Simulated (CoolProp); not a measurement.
Vapour-liquid equilibrium of nitrogen (1) + oxygen (2) at 0.198 MPa; x and y are mole fractions of (1).

Computed with CoolProp (multi-fluid Helmholtz-energy mixture model, Span 2000 and Schmidt 1985; pair parameters Gernert 2013).

| x | bubble temperature, mixture model (K) | bubble temperature, Raoult's law (K) | y, mixture model | y, Raoult's law |
|---|---|---|---|---|
| 0.05 | 95.7 | 95.9 | 0.156 | 0.147 |
| 0.15 | 93.4 | 93.8 | 0.383 | 0.374 |
| 0.25 | 91.6 | 92.0 | 0.538 | 0.538 |
| 0.35 | 90.0 | 90.4 | 0.650 | 0.660 |
| 0.45 | 88.7 | 89.0 | 0.736 | 0.752 |
| 0.55 | 87.6 | 87.8 | 0.805 | 0.823 |
| 0.65 | 86.5 | 86.7 | 0.862 | 0.878 |
| 0.75 | 85.6 | 85.7 | 0.909 | 0.923 |
| 0.85 | 84.7 | 84.7 | 0.950 | 0.958 |
| 0.95 | 83.9 | 83.9 | 0.984 | 0.987 |

The largest gap from Raoult's law is -0.4 K in bubble temperature, at x = 0.25. No azeotrope shows between x = 0.05 and 0.95.

The pair parameters rest on a limited set of measurements; away from them the model extrapolates.
